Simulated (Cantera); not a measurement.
Standard-state values (1 bar) from the NASA 1993 polynomials, evaluated with Cantera. Values are per mole of reaction as written; species without (g) are pure solids or liquids, kept so even where they would boil at 1 bar. TaC: taken at fixed stoichiometry.

### Question
Between 1723 and 2023 K, where is each reaction favourable under standard conditions?
- 3 Ta2O5 ⇌ 6 TaO2(g) + O3(g)
- TaO2(g) + C ⇌ TaC + 2 O(g)

### Answer
- 3 Ta2O5 ⇌ 6 TaO2(g) + O3(g): ΔG° is 2713 kJ at 1723 K and 2344 kJ at 2023 K; it stays positive (K < 1). ΔH° is 4804 kJ and ΔS° 1216 J/K at 2023 K.
- TaO2(g) + C ⇌ TaC + 2 O(g): ΔG° is 386 kJ at 1723 K and 352 kJ at 2023 K; it stays positive (K < 1). ΔH° is 586 kJ and ΔS° 116 J/K at 2023 K.
